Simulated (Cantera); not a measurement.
# Equilibrium for aluminium nitride and oxide growth: Al + H₂O + N₂

Input: 1 mol Al, a varied amount of H₂O, 9.3 mol N₂, held at 400 °C and 1.00 bar.

Equilibrium computed with Cantera from the NASA thermochemical tables; the gas is ideal and each condensed phase is pure. Candidate condensed phases: Al, AlN, Al₂O₃, H₂O; 35 gas species. The numbers say what is thermodynamically allowed, not how fast it happens.

```tsv
n(H₂O) (mol)	x N₂	x H₂O	x H₂	x NH₃	n AlN(s)	n Al₂O₃(s)
1.1	0.893	1.73e-10	0.107	0.000441	0.267	0.367
1.4	0.869	2.09e-10	0.130	0.000590	0.0667	0.467
1.6	0.853	0.00918	0.137	0.000627	0	0.500
1.9	0.831	0.0357	0.133	0.000594	0	0.500
2.3	0.802	0.0690	0.129	0.000554	0	0.500
2.7	0.775	0.100	0.124	0.000518	0	0.500
3.2	0.744	0.136	0.119	0.000478	0	0.500
3.8	0.710	0.176	0.114	0.000435	0	0.500
4.5	0.674	0.217	0.108	0.000392	0	0.500
5.4	0.633	0.265	0.102	0.000346	0	0.500
6.4	0.592	0.312	0.0951	0.000303	0	0.500
```
x: gas mole fraction; n: condensed amount in mol.

From 1.1 mol H₂O to 1.4 mol H₂O the condensed part is AlN(s) + Al₂O₃(s). From 1.6 mol H₂O to 6.4 mol H₂O the condensed part is Al₂O₃(s).
